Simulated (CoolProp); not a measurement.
The fluid at 293.15 K and 0.543 MPa flows at 0.17 m/s in a round tube of 20 mm bore and 0.25 µm roughness, fully developed (64/Re and Nu = 3.66 if laminar; Colebrook and Gnielinski if turbulent). The same conditions are run with several fluids, on thermodynamics alone (safety and materials aside).

The numbers come from the reference Helmholtz-energy equation of state of each fluid (n-octane: Beckmüller 2019; benzene: Thol 2012; p-xylene: Zhou 2012; R11: Jacobsen 1992) in CoolProp.

| fluid | Reynolds number | Darcy friction factor | pressure drop (Pa/m) | heat-transfer coefficient (W/(m² K)) | mass flow (kg/h) |
|---|---|---|---|---|---|
| n-octane | 4370 | 0.0389 | 19.8 | 241 | 135 |
| benzene | 4600 | 0.0383 | 24.3 | 269 | 169 |
| p-xylene | 4530 | 0.0385 | 24.0 | 245 | 166 |
| R11 | 11100 | 0.0301 | 32.4 | 322 | 286 |

Transport values come from each fluid's own correlations; those of R11 are estimates that may be off by 10 % or more.
